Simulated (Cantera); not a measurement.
# Thermodynamics of iron carbonyl, mercury and lead vapours, feed PbO + H2

Feed: 1 mol PbO, 0.095 mol H2, held at 0.130 bar.

Method: chemical equilibrium by Gibbs-energy minimisation in Cantera with the NASA 1993 tables (ideal gas, pure condensed phases). Candidate condensed phases: H2O, Pb, PbO, PbO2, Pb3O4; 12 gas species. Rates play no part.

From 525 K to 600 K the condensed part is Pb(s) + PbO(red). From 625 K to 675 K the condensed part is Pb(l) + PbO(red).

| T (K) | log p H2O | log p H2 | log p Pb | n Pb(s) | n PbO(red) | n Pb(l) |
|---|---|---|---|---|---|---|
| 525 | -0.89 | -5.96 | <-12 | 0.0950 | 0.905 | 0 |
| 550 | -0.89 | -5.84 | -12.82 | 0.0950 | 0.905 | 0 |
| 575 | -0.89 | -5.73 | -12.02 | 0.0950 | 0.905 | 0 |
| 600 | -0.89 | -5.62 | -11.29 | 0.0950 | 0.905 | 0 |
| 625 | -0.89 | -5.54 | -10.63 | 0 | 0.905 | 0.0950 |
| 650 | -0.89 | -5.46 | -10.03 | 0 | 0.905 | 0.0950 |
| 675 | -0.89 | -5.39 | -9.47 | 0 | 0.905 | 0.0950 |
log p: log10 of the partial pressure in bar; n: condensed amount in mol.
